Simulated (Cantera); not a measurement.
A Cantera script and its output.

```python
import numpy as np
import cantera as ct

gas = ct.Solution("h2o2.yaml")
gas.TPX = 1025, 100000, {'H2': 1.6, 'O2': 1, 'N2': 0.64}
reactor = ct.IdealGasConstPressureReactor(gas, energy="off", clone=False)
net = ct.ReactorNet([reactor])
net.rtol, net.atol = 1e-08, 1e-18
show = ['H2', 'O2', 'H', 'HO2', 'O']
times = np.geomspace(0.0002, 10, 14)

steps = ct.SolutionArray(gas, extra=["t"])
rows = []
print(f"{'t/s':>10s}{'T/K':>9s}{'P/Pa':>11s}" + "".join(f"{s:>11s}" for s in show))
for t in times:
    while net.time < t:
        t_next = net.step()
        steps.append(gas.state, t=t_next)
    rows.append([np.interp(t, steps.t, y) for y in (steps.T, steps.P, *steps(*show).X.T)])
    print(f"{t:10.3e}{rows[-1][0]:9.1f}{rows[-1][1]:11.4g}" + "".join(f"{x:11.3e}" for x in rows[-1][2:]))
rate = np.gradient(steps.T, steps.t)
print("integrator steps:", len(steps.t))
if steps.T.max() > steps.T[0] + 200:
    print(f"time of steepest temperature rise: {steps.t[rate.argmax()]:.4e} s")
gas.TPX = 1025, 100000, {'H2': 1.6, 'O2': 1, 'N2': 0.64}
gas.equilibrate("TP")
print(f"equilibrium (TP): T = {gas.T:.1f} K  " + "  ".join(f"{s} {gas[s].X[0]:.3e}" for s in show))
```

Output:

```
       t/s      T/K       P/Pa         H2         O2          H        HO2          O
 2.000e-04   1025.0      1e+05  2.579e-01  2.000e-01  3.522e-06  3.505e-04  7.037e-07
 4.597e-04   1025.0      1e+05  2.576e-01  1.999e-01  1.328e-06  1.381e-04  2.430e-07
 1.057e-03   1025.0      1e+05  2.570e-01  1.996e-01  1.586e-06  1.392e-04  2.899e-07
 2.429e-03   1025.0      1e+05  2.550e-01  1.986e-01  2.262e-06  1.633e-04  4.121e-07
 5.583e-03   1025.0      1e+05  2.477e-01  1.950e-01  3.600e-06  2.001e-04  6.544e-07
 1.283e-02   1025.0      1e+05  2.235e-01  1.838e-01  4.170e-06  2.150e-04  7.788e-07
 2.950e-02   1025.0      1e+05  1.732e-01  1.609e-01  3.194e-06  1.931e-04  6.584e-07
 6.780e-02   1025.0      1e+05  9.937e-02  1.272e-01  1.891e-06  1.487e-04  5.033e-07
 1.558e-01   1025.0      1e+05  2.968e-02  9.544e-02  6.353e-07  8.355e-05  3.255e-07
 3.582e-01   1025.0      1e+05  3.769e-03  8.367e-02  5.173e-08  2.361e-05  6.640e-08
 8.234e-01   1025.0      1e+05  5.843e-04  8.223e-02  3.051e-09  5.444e-06  5.384e-09
 1.893e+00   1025.0      1e+05  1.080e-04  8.202e-02  3.124e-10  1.478e-06  5.918e-10
 4.351e+00   1025.0      1e+05  1.226e-05  8.197e-02  3.197e-11  2.963e-07  6.291e-11
 1.000e+01   1025.0      1e+05  7.015e-08  8.197e-02  5.785e-13  7.770e-09  9.437e-12
integrator steps: 2553
equilibrium (TP): T = 1025.0 K  H2 4.170e-10  O2 8.197e-02  H 8.955e-14  HO2 1.739e-09  O 9.510e-11
```

Computed with Cantera and the H2/O2 subset of GRI-Mech 3.0, which has no nitrogen chemistry. The temperature is held fixed by assumption; the heat of reaction is taken as removed at once.
